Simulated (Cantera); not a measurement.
Mixture: C3H8 : O2 : N2 = 1 : 3.85 : 14.6 (molar parts), at 1050 Torr, adiabatic and at constant volume. Ignition delay is the time to a rise of 400 K.

Computed with Cantera and GRI-Mech 3.0 (53 species, 325 reactions). GRI-Mech 3.0 was tuned for natural gas; its chemistry of propane as a main component is partial and can be far from experiment.

Question: Predict: delay at 1125 K; delay at 1225 K; delay at 1325 K; delay at 1425 K; apparent activation energy between 1375 and 1475 K.

Answer: 
```json
{
 "delay at 1125 K": "25.4 ms",
 "delay at 1225 K": "3.07 ms",
 "delay at 1325 K": "0.526 ms",
 "delay at 1425 K": "0.132 ms",
 "apparent activation energy between 1375 and 1475 K": "200 kJ/mol"
}
```
